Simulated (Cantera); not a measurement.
What does this Cantera script print?

```python
import numpy as np
import cantera as ct

gas = ct.Solution("gri30.yaml")
gas.TPX = 1675, 52000, {'C2H4': 1, 'H2': 11}
reactor = ct.IdealGasConstPressureReactor(gas, energy="off", clone=False)
net = ct.ReactorNet([reactor])
net.rtol, net.atol = 1e-08, 1e-18
show = ['C2H4', 'H2', 'CH4', 'C2H6', 'C2H2', 'CH3', 'C2H']
times = np.geomspace(2e-06, 60, 14)

steps = ct.SolutionArray(gas, extra=["t"])
rows = []
print(f"{'t/s':>10s}{'T/K':>9s}{'P/Pa':>11s}" + "".join(f"{s:>11s}" for s in show))
for t in times:
    while net.time < t:
        t_next = net.step()
        steps.append(gas.state, t=t_next)
    rows.append([np.interp(t, steps.t, y) for y in (steps.T, steps.P, *steps(*show).X.T)])
    print(f"{t:10.3e}{rows[-1][0]:9.1f}{rows[-1][1]:11.4g}" + "".join(f"{x:11.3e}" for x in rows[-1][2:]))
rate = np.gradient(steps.T, steps.t)
print("integrator steps:", len(steps.t))
if steps.T.max() > steps.T[0] + 200:
    print(f"time of steepest temperature rise: {steps.t[rate.argmax()]:.4e} s")
gas.TPX = 1675, 52000, {'C2H4': 1, 'H2': 11}
gas.equilibrate("TP")
print(f"equilibrium (TP): T = {gas.T:.1f} K  " + "  ".join(f"{s} {gas[s].X[0]:.3e}" for s in show))
```

Result:

```
       t/s      T/K       P/Pa       C2H4         H2        CH4       C2H6       C2H2        CH3        C2H
 2.000e-06   1675.0    5.2e+04  8.331e-02  9.167e-01  7.601e-12  1.404e-09  2.286e-05  1.481e-11  1.626e-14
 7.520e-06   1675.0    5.2e+04  8.324e-02  9.167e-01  4.483e-10  1.297e-08  8.652e-05  2.356e-10  2.372e-13
 2.827e-05   1675.0    5.2e+04  8.297e-02  9.167e-01  2.080e-08  1.377e-07  3.333e-04  2.876e-09  3.480e-12
 1.063e-04   1675.0    5.2e+04  8.184e-02  9.168e-01  9.145e-07  1.524e-06  1.369e-03  3.346e-08  5.728e-11
 3.997e-04   1675.0    5.2e+04  7.551e-02  9.172e-01  3.608e-05  1.354e-05  7.183e-03  3.640e-07  1.556e-09
 1.503e-03   1675.0    5.2e+04  4.058e-02  9.196e-01  5.011e-04  1.837e-05  3.921e-02  1.551e-06  1.936e-08
 5.649e-03   1675.0    5.2e+04  3.762e-03  9.220e-01  1.137e-03  2.087e-06  7.296e-02  3.605e-06  5.514e-08
 2.124e-02   1675.0    5.2e+04  2.073e-03  9.217e-01  1.735e-03  1.221e-06  7.426e-02  6.546e-06  6.776e-08
 7.986e-02   1675.0    5.2e+04  2.048e-03  9.205e-01  3.841e-03  1.244e-06  7.339e-02  1.414e-05  6.563e-08
 3.003e-01   1675.0    5.2e+04  1.972e-03  9.168e-01  1.025e-02  1.533e-06  7.074e-02  3.631e-05  6.099e-08
 1.129e+00   1675.0    5.2e+04  1.887e-03  9.124e-01  1.787e-02  2.269e-06  6.758e-02  6.166e-05  5.680e-08
 4.244e+00   1675.0    5.2e+04  1.881e-03  9.121e-01  1.843e-02  2.339e-06  6.735e-02  6.348e-05  5.653e-08
 1.596e+01   1675.0    5.2e+04  1.881e-03  9.121e-01  1.843e-02  2.339e-06  6.735e-02  6.348e-05  5.653e-08
 6.000e+01   1675.0    5.2e+04  1.881e-03  9.121e-01  1.843e-02  2.339e-06  6.735e-02  6.348e-05  5.653e-08
integrator steps: 874
equilibrium (TP): T = 1675.0 K  C2H4 1.881e-03  H2 9.121e-01  CH4 1.843e-02  C2H6 2.339e-06  C2H2 6.735e-02  CH3 6.348e-05  C2H 5.653e-08
```

Detailed kinetics in Cantera: GRI-Mech 3.0 (53 species, 325 reactions). GRI-Mech 3.0 was tuned for natural gas; its chemistry of ethylene as a main component is partial and can be far from experiment. GRI-Mech 3.0 stops at C3 and has no aromatics, soot or wall deposition, so with more carbon than oxygen in the feed, carbon stays in small species such as C2H2 where larger ones or solid carbon would form.
